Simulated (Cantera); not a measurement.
## Reactions in the system Cu-F-H

Source: NASA polynomial tables (part measured, part estimated), evaluated in Cantera. Values are per mole of reaction as written; species without (g) are pure solids or liquids, kept so even where they would boil at 1 bar.

Cu + 2 HF(g) → H2(g) + CuF2(g)

```tsv
T (K)	ΔH° (kJ)	ΔS° (J/K)	ΔG° (kJ)	log10 K	condensed phases
300	278.1	17.0	273.0	-47.54	Cu(s)
1098	276.7	14.2	261.1	-12.42	Cu(s)
1248	276.0	13.7	259.0	-10.84	Cu(s)
1398	261.9	3.3	257.4	-9.62	Cu(l)
1548	260.9	2.5	256.9	-8.67	Cu(l)
1698	259.7	1.8	256.6	-7.89	Cu(l)
1848	258.6	1.2	256.4	-7.25	Cu(l)
```

CuF2(g) → 2 F(g) + Cu

```tsv
T (K)	ΔH° (kJ)	ΔS° (J/K)	ΔG° (kJ)	log10 K	condensed phases
300	425.8	83.7	400.7	-69.76	Cu(s)
1098	438.5	105.4	322.8	-15.35	Cu(s)
1248	440.8	107.4	306.8	-12.84	Cu(s)
1398	456.5	119.0	290.2	-10.84	Cu(l)
1548	459.1	120.7	272.2	-9.18	Cu(l)
1698	461.6	122.3	254.0	-7.81	Cu(l)
1848	464.0	123.7	235.5	-6.66	Cu(l)
```
